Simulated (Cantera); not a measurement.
## Equilibrium for calcination and drying: LiOH + H₂O

Input: 1 mol LiOH, 0.051 mol H₂O, held at 1.00 Torr.

Cantera equilibrium calculation (NASA polynomials, part measured and part estimated; ideal gas, pure solids and liquids). Candidate condensed phases: H₂O, Li, LiH, LiOH, Li₂O; 17 gas species. Kinetics and transport are ignored.

```csv
T (K),log p H₂O,log p LiOH,log p Li,log p Li₂O,log p O₂,n Li₂O(s)
1298,-2.91,-3.94,-8.02,-7.90,-6.87,0.475
1348,-2.95,-3.69,-7.41,-7.28,-6.64,0.453
1398,-3.00,-3.47,-6.84,-6.72,-6.44,0.418
1448,-3.09,-3.28,-6.31,-6.19,-6.24,0.364
1498,-3.23,-3.13,-5.82,-5.71,-6.05,0.288
1548,-3.41,-3.03,-5.38,-5.25,-5.83,0.193
1598,-3.66,-2.97,-4.98,-4.83,-5.54,0.0942
1648,-3.95,-2.94,-4.62,-4.43,-5.23,0.000240
1698,-3.93,-2.95,-4.44,-4.43,-5.04,0
1748,-3.90,-2.96,-4.27,-4.43,-4.88,0
1798,-3.88,-2.97,-4.12,-4.45,-4.72,0
1848,-3.84,-2.99,-3.98,-4.48,-4.59,0
```
log p: log10 of the partial pressure in bar; n: condensed amount in mol.

From 1298 K to 1648 K the condensed part is Li₂O(s). From 1698 K to 1848 K nothing is condensed. The main Li-bearing gas is LiOH throughout.
